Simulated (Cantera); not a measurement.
Cantera run, input and output.

```python
import numpy as np
import cantera as ct

gas = ct.Solution("gri30.yaml", transport_model="mixture-averaged")
show = ['CO2', 'H2O', 'H2']

rows = []
print(f"{'T/K':>7s}{'rho':>11s}{'cp':>10s}{'mu':>11s}{'lambda':>11s}{'Pr':>7s}" + "".join(f"{'D_' + s:>11s}" for s in show))
for T in [400, 600, 800, 1000, 1200, 1400, 1600]:
    gas.TPX = T, 48, {'C2H6': 0.13, 'NH3': 0.38}
    Pr = gas.cp_mass * gas.viscosity / gas.thermal_conductivity
    D = [gas.mix_diff_coeffs_mole[gas.species_index(s)] for s in show]
    rows.append([gas.density, gas.cp_mass, gas.viscosity, gas.thermal_conductivity, Pr, *D])
    print(f"{T:7g}{gas.density:11.4e}{gas.cp_mass:10.1f}{gas.viscosity:11.4e}"
          f"{gas.thermal_conductivity:11.4e}{Pr:7.3f}" + "".join(f"{d:11.4e}" for d in D))
print("SI units: kg/m3, J/kg/K, Pa s, W/m/K, m2/s")
```

Result:

```
    T/K        rho        cp         mu     lambda     Pr      D_CO2      D_H2O       D_H2
    400 2.9377e-04    2230.7 1.3455e-05 4.1889e-02  0.717 5.2415e-02 6.8364e-02 2.5687e-01
    600 1.9585e-04    2778.8 1.9809e-05 7.5180e-02  0.732 1.1324e-01 1.5464e-01 5.1946e-01
    800 1.4689e-04    3228.3 2.5627e-05 1.1214e-01  0.738 1.9160e-01 2.7110e-01 8.4745e-01
   1000 1.1751e-04    3605.7 3.0948e-05 1.5032e-01  0.742 2.8515e-01 4.1415e-01 1.2340e+00
   1200 9.7924e-05    3906.9 3.5852e-05 1.8842e-01  0.743 3.9234e-01 5.8114e-01 1.6743e+00
   1400 8.3935e-05    4153.4 4.0411e-05 2.2577e-01  0.743 5.1209e-01 7.7004e-01 2.1652e+00
   1600 7.3443e-05    4353.8 4.4683e-05 2.6197e-01  0.743 6.4361e-01 9.7928e-01 2.7039e+00
SI units: kg/m3, J/kg/K, Pa s, W/m/K, m2/s
```

Detailed kinetics in Cantera: GRI-Mech 3.0 (53 species, 325 reactions). Polar gases are described roughly by these parameters. The composition is frozen, though it would react at the higher temperatures.
